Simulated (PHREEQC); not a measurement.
0.012 g of hydrous ferric oxide (600 m²/g; 0.2 weak and 0.005 strong sites per Fe, Dzombak-Morel constants, diffuse double layer) in 1 kg of water with 0.001 mol/kgw of an inert sodium salt and 1.7e-05 mol/kgw NiCl2 and 6.4e-05 mol/kgw Na2SO4, at 25 °C; the pH is set by adding NaOH or the inert anion's acid. Oxygen is held at 0.21 atm. No CO2 enters from the air. Nothing may precipitate in this run.

The series has 13 steps of pH, from 3 to 9.

All values are PHREEQC results (ion-association model, wateq4f.dat), not measurements.

**Question.** Near which pH is half of the Ni sorbed, and on which side is more sorbed?

**Answer.** Near pH 8.2, with more sorbed at higher pH.

Along this series the solution becomes supersaturated in solids that the run did not let form, among them Ni(OH)2. The oxide is taken as insoluble; below pH 4 it would dissolve.
